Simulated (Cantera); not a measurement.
A closed system holds: 1 mol Si(CH₃)₄, 0.46 mol C₂H₂, 120 mol H₂, at 1875 K and 1330 Pa.

Method: chemical equilibrium by Gibbs-energy minimisation in Cantera with the NASA 1993 tables (ideal gas, pure condensed phases). Kinetics and transport are ignored.

| species | before | after |
|---|---|---|
| H₂ | 0.994 | 0.989 |
| H | 0.00566 | 0.0104 |
| C₂H₂ (acetylene) | 0.000315 | 0.000313 |
| Si | 2.27e-5 | 7.78e-5 |
| C(graphite), mol | 3.84 | 3.85 |
| SiC(s), mol | 0.996 | 0.989 |
Gas species are given as mole fractions.

Name the change that produced these shifts.
A) pressure from 1330 Pa to 390 Pa
B) temperature from 1875 K to 2673 K
C) temperature from 1875 K to 2223 K
D) temperature from 1875 K to 1825 K

A, pressure from 1330 Pa to 390 Pa
